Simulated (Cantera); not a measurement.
Input: 1 mol B₂H₆, 0.13 mol H₂O, 33 mol N₂, held at 27.0 mbar.

Cantera equilibrium calculation (NASA polynomials, part measured and part estimated; ideal gas, pure solids and liquids). Candidate condensed phases: B, BN, B₂O₃, B₃O₃H₃, H₂O; 39 gas species. The feed counts by its element totals alone. N₂ is the only nitrogen source here; it is nearly inert below about 1500 K, so the nitride shown seldom forms there in practice. Mutual solubility and eutectic melting of coexisting phases are not modelled. The tables' values for BH₂ are old estimates; treat these amounts as uncertain. Equilibrium is a limit: real reactors are often held back by kinetics, nucleation or transport.

x: gas mole fraction; n: condensed amount in mol.

| T (°C) | x N₂ | x H₂ | x H | x BO | n BN(s) | n B₂O₃(l) |
|---|---|---|---|---|---|---|
| 825 | 0.911 | 0.0887 | 4.48e-8 | [?] | 1.92 | 0.0401 |
| 1025 | 0.911 | 0.0886 | 1.94e-6 | [?] | 1.92 | 0.0340 |
| 1225 | 0.910 | 0.0880 | 3.10e-5 | [?] | 1.93 | 0 |
| 1425 | 0.910 | 0.0877 | 0.000261 | [?] | 1.90 | 0 |
| 1625 | 0.909 | 0.0867 | 0.00140 | [?] | 1.87 | 0 |
| 1825 | 0.906 | 0.0848 | 0.00545 | [?] | 1.87 | 0 |
| 2025 | 0.901 | 0.0791 | 0.0164 | [?] | 1.86 | 0 |

Task: Some entries are withheld; supply them.

Result: 
- 825, x BO: 2.89e-12
- 1025, x BO: 1.11e-8
- 1225, x BO: 3.32e-6
- 1425, x BO: 9.29e-5
- 1625, x BO: 0.000627
- 1825, x BO: 0.00160
- 2025, x BO: 0.00249
